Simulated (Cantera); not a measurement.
An adiabatic, constant-volume homogeneous reactor starts with CH4 : C2H6 : O2 : N2 : H2O = 1 : 0.062 : 1.17 : 12.8 : 3.1 (molar parts), equivalence ratio 1.9, at 1723 K and 5.00 bar. Integrator tolerance rtol = 1e-08.

Detailed kinetics in Cantera: GRI-Mech 3.0 (53 species, 325 reactions).

```json
[
 {"quantity": "time of steepest temperature rise", "before": "87.8 µs", "after": "96.6 µs"},
 {"quantity": "temperature at 9.00 s", "before": "2319 K", "after": "2328 K"},
 {"quantity": "equilibrium temperature", "before": "2319 K", "after": "2328 K"},
 {"quantity": "x(CH4) at 9.00 s", "before": "2.34e-11 (gas-phase equilibrium 2.67e-11)", "after": "1.80e-11 (gas-phase equilibrium 2.06e-11)"},
 {"quantity": "x(C2H6) at 9.00 s", "before": "<1e-12 (gas-phase equilibrium <1e-12)", "after": "<1e-12 (gas-phase equilibrium <1e-12)"},
 {"quantity": "x(O2) at 9.00 s", "before": "6.44e-6 (gas-phase equilibrium 6.44e-6)", "after": "8.11e-6 (gas-phase equilibrium 8.11e-6)"},
 {"quantity": "x(C2H) at 9.00 s", "before": "<1e-12 (gas-phase equilibrium <1e-12)", "after": "<1e-12 (gas-phase equilibrium <1e-12)"},
 {"quantity": "x(OH) at 9.00 s", "before": "0.000513 (gas-phase equilibrium 0.000513)", "after": "0.000565 (gas-phase equilibrium 0.000565)"}
]
```

Q: Which change was made?
A. initial temperature 1723 to 1075 K
B. N2 12.8 to 26 parts
C. N2 12.8 to 28 parts
D. C2H6 0.062 to 0.046 parts

A: D, C2H6 0.062 to 0.046 parts
